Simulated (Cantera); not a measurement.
What does this Cantera script print?

```python
import numpy as np
import cantera as ct

gas = ct.Solution("gri30.yaml", transport_model="multicomponent")
show = ['O', 'H2O', 'OH']

rows = []
print(f"{'T/K':>7s}{'rho':>11s}{'cp':>10s}{'mu':>11s}{'lambda':>11s}{'Pr':>7s}" + "".join(f"{'D_' + s:>11s}" for s in show))
for T in [400, 500, 600, 700, 800, 900, 1000, 1100]:
    gas.TPX = T, 101325, {'C2H2': 0.64}
    Pr = gas.cp_mass * gas.viscosity / gas.thermal_conductivity
    D = [gas.mix_diff_coeffs_mole[gas.species_index(s)] for s in show]
    rows.append([gas.density, gas.cp_mass, gas.viscosity, gas.thermal_conductivity, Pr, *D])
    print(f"{T:7g}{gas.density:11.4e}{gas.cp_mass:10.1f}{gas.viscosity:11.4e}"
          f"{gas.thermal_conductivity:11.4e}{Pr:7.3f}" + "".join(f"{d:11.4e}" for d in D))
print("SI units: kg/m3, J/kg/K, Pa s, W/m/K, m2/s")
```

It prints:

```
    T/K        rho        cp         mu     lambda     Pr        D_O      D_H2O       D_OH
    400 7.9329e-01    1930.6 1.3577e-05 3.5585e-02  0.737 4.2737e-05 3.0202e-05 4.1945e-05
    500 6.3463e-01    2101.4 1.6352e-05 4.6618e-02  0.737 6.3120e-05 4.6560e-05 6.1950e-05
    600 5.2886e-01    2231.7 1.8878e-05 5.7166e-02  0.737 8.6407e-05 6.5777e-05 8.4806e-05
    700 4.5331e-01    2339.5 2.1213e-05 6.7373e-02  0.737 1.1240e-04 8.7607e-05 1.1032e-04
    800 3.9664e-01    2436.0 2.3397e-05 7.7421e-02  0.736 1.4094e-04 1.1185e-04 1.3833e-04
    900 3.5257e-01    2526.1 2.5458e-05 8.7408e-02  0.736 1.7190e-04 1.3836e-04 1.6872e-04
   1000 3.1731e-01    2608.1 2.7416e-05 9.7245e-02  0.735 2.0519e-04 1.6700e-04 2.0139e-04
   1100 2.8847e-01    2683.4 2.9287e-05 1.0695e-01  0.735 2.4071e-04 1.9767e-04 2.3625e-04
SI units: kg/m3, J/kg/K, Pa s, W/m/K, m2/s
```

Detailed kinetics in Cantera: GRI-Mech 3.0 (53 species, 325 reactions). The composition is frozen, though it would react at the higher temperatures.
